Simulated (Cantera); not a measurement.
# Adiabatic ignition

An adiabatic, constant-pressure homogeneous reactor starts with 7.40 % CH₃OH, 18.2 % O₂, 68.5 % N₂, 5.92 % H₂O, equivalence ratio 0.61, at 1475 K and 5.00 bar.

Cantera simulation using GRI-Mech 3.0 (53 species, 325 reactions); the numbers are that mechanism's predictions, not measurements. GRI-Mech 3.0 was tuned for natural gas; its chemistry of methanol as a main component is partial and can be far from experiment.

| t (s) | T (K) | x CH₃OH | x O₂ | x H₂O | x HCN | x NO | x CH₂O |
|---|---|---|---|---|---|---|---|
| 2.00e-6 | 1475 | 0.0740 | 0.182 | 0.0592 | <1e-12 | <1e-12 | 2.49e-5 |
| 6.54e-6 | 1475 | 0.0739 | 0.182 | 0.0593 | <1e-12 | <1e-12 | 0.000109 |
| 2.14e-5 | 1476 | 0.0731 | 0.181 | 0.0596 | <1e-12 | <1e-12 | 0.000819 |
| 7.00e-5 | 1953 | 9.97e-6 | 0.107 | 0.157 | 8.77e-9 | 1.31e-7 | 8.26e-5 |
| 0.000229 | 2541 | <1e-12 | 0.0678 | 0.190 | 8.52e-12 | 0.000433 | 2.45e-11 |
| 0.000749 | 2539 | <1e-12 | 0.0672 | 0.190 | 1.07e-11 | 0.00172 | 2.43e-11 |
| 0.00245 | 2533 | <1e-12 | 0.0655 | 0.190 | 1.58e-11 | 0.00516 | 2.37e-11 |
| 0.00801 | 2525 | <1e-12 | 0.0630 | 0.190 | 2.21e-11 | 0.0103 | 2.28e-11 |
| 0.0262 | 2523 | <1e-12 | 0.0623 | 0.190 | 2.37e-11 | 0.0119 | 2.25e-11 |
| 0.0857 | 2523 | <1e-12 | 0.0622 | 0.190 | 2.37e-11 | 0.0119 | 2.25e-11 |
| 0.280 | 2523 | <1e-12 | 0.0622 | 0.190 | 2.37e-11 | 0.0119 | 2.25e-11 |
| 0.917 | 2523 | <1e-12 | 0.0622 | 0.190 | 2.37e-11 | 0.0119 | 2.25e-11 |
| 3.00 | 2523 | <1e-12 | 0.0622 | 0.190 | 2.37e-11 | 0.0119 | 2.25e-11 |
x: mole fraction; the columns are a selection and need not sum to one.

The time of steepest temperature rise comes out as 69.5 µs. The temperature at 3.00 s comes out as 2523 K. The equilibrium temperature is 2523 K and the x(CH₃OH) at 3.00 s is <1e-12 (gas-phase equilibrium <1e-12). The x(O₂) at 3.00 s comes out as 0.0622 (gas-phase equilibrium 0.0622) and the x(H₂O) at 3.00 s is 0.190 (gas-phase equilibrium 0.190).
